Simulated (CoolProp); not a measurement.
Saturation properties of R123 (Tc = 183.7 °C, pc = 3662 kPa, ω = 0.282).

Model: reference Helmholtz-energy equation of state, Younglove 1994, in CoolProp. It is a modified Benedict-Webb-Rubin equation, recast in Helmholtz form.

| T (°C) | p (kPa) | liquid cp (kJ/(kg K)) | surface tension (mN/m) | vapour viscosity (µPa s) |
|---|---|---|---|---|
| -63.55 | 0.5983 | 0.9298 | [?] | 7.36 |
| -41.25 | 3.287 | 0.9469 | 23.4 | 8.26 |
| -18.95 | [?] | [?] | 20.5 | [?] |
| 3.35 | 37.96 | 0.9941 | 17.8 | 9.96 |
| 25.65 | 93.58 | 1.020 | 15.1 | 10.8 |
| 47.95 | 199.4 | 1.049 | 12.5 | 11.5 |
| 70.35 | 380.8 | 1.083 | 10.0 | 12.3 |
| 92.65 | 664.3 | 1.126 | 7.64 | 13.1 |

### Question
Some entries are withheld; supply them.

### Answer

- -63.55, surface tension (mN/m): 26.3
- -18.95, p (kPa): 12.70
- -18.95, liquid cp (kJ/(kg K)): 0.9693
- -18.95, vapour viscosity (µPa s): 9.13

It boils at 27.8 °C under 1 atm.

Viscosity comes from a separate model (Tanaka 1996). Surface tension comes from a separate correlation (Mulero 2012).
